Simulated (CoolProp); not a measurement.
n-decane along the isotherm 410.8 K: Z from the reference equation and from simpler models built on Tc = 617.7 K, pc = 21.01 bar, ω = 0.488; each cubic takes its own stable root.

Model: reference Helmholtz-energy equation of state, Lemmon 2006, in CoolProp. It is a short technical equation, of lower accuracy than the large ones.

| p (bar) | phase | reference |
|---|---|---|
| 0.332 | gas | 0.9718 |
| 0.561 | liquid | 0.003673 |
| 0.946 | liquid | 0.006194 |
| 1.6 | liquid | 0.01047 |
| 2.69 | liquid | 0.01760 |
| 4.55 | liquid | 0.02976 |
| 7.68 | liquid | 0.05019 |
| 13 | liquid | 0.08484 |
| 21.9 | liquid | 0.1426 |
| 36.9 | liquid | 0.2394 |
| 62.3 | liquid | 0.4017 |
| 105 | liquid | 0.6706 |

How far does each simpler model (van der Waals, Peng-Robinson) lie from the reference over these 12 states: mean and median of the absolute difference, and the worst?


- van der Waals: mean 4701.0 %, median 84.3 %, worst +26556.7 % at 410.8 K and 0.561 bar
- Peng-Robinson: mean 4.7 %, median 5.1 %, worst +5.2 % at 410.8 K and 0.561 bar

At some of these states van der Waals gives the other phase, because its saturation line lies elsewhere.
